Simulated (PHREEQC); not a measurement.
Dissolve 170 mmol/kgw AlCl3 at 25 °C. Closed to the air; pH follows from the charge balance.

The numbers come from PHREEQC with the ion-association model, wateq4f.dat.

```
Item                     Result
-----------------  ------------
pH                         3.17
ionic strength     1.02 mol/kgw
activity of water         0.988
```

```csv
species,molality,activity,log γ
Cl-,0.510,0.305,-0.223
Al+3,0.169,0.0116,-1.163
H+,0.000919,0.000683,-0.129
AlOH+2,0.000914,0.000167,-0.738
Al(OH)2+,2.90e-6,1.90e-6,-0.184
```

This is a speciation only: nothing precipitates in the calculation. Caution: at this ionic strength the ion-association model is outside its range; a Pitzer model would be the better tool where its parameters exist. Complexes and solids missing from the database can't appear.
